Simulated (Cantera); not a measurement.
Cantera with NASA thermochemical tables; ideal gases at 1 bar, condensed phases pure. Values are per mole of reaction as written; species without (g) are pure solids or liquids, kept so even where they would boil at 1 bar. TaC: taken at fixed stoichiometry.

TaC + 2 CH4(g) → Ta + C3H8(g)

```tsv
T (K)	ΔH° (kJ)	ΔS° (J/K)	ΔG° (kJ)	log10 K
300	188.6	-103.4	219.6	-38.24
2350	186.2	-104.0	430.6	-9.57
2375	…	…	…	…
2400	185.6	-104.2	435.8	-9.49
2425	185.4	-104.4	438.4	-9.44
2450	…	…	…	…
```

### Question
Some entries are withheld; supply them.

### Answer

- 2375, ΔH° (kJ): 185.9
- 2375, ΔS° (J/K): -104.1
- 2375, ΔG° (kJ): 433.2
- 2375, log10 K: -9.53
- 2450, ΔH° (kJ): 185.1
- 2450, ΔS° (J/K): -104.5
- 2450, ΔG° (kJ): 441.0
- 2450, log10 K: -9.40
